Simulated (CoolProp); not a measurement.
Vapour-liquid equilibrium of propane (1) + sulfur dioxide (2) at 46.55 °C; x and y are mole fractions of (1).

The numbers come from the multi-fluid Helmholtz-energy mixture model, Lemmon 2009 and Gao 2016; pair parameters Bell 2016 in CoolProp.

Task: Give the bubble pressure and the first vapour's composition at x = 0.05, 0.2, 0.95. Is there an azeotrope?

Result: x = 0.05: 11.74 bar, y = 0.344; x = 0.2: 16.69 bar, y = 0.550; x = 0.95: 16.78 bar, y = 0.917. y crosses x between x = 0.65 and 0.8: the model has an azeotrope there.

The pair parameters rest on a limited set of measurements; away from them the model extrapolates. With so large a gap from Raoult's law the liquid may split in two, which this calculation doesn't test in full.
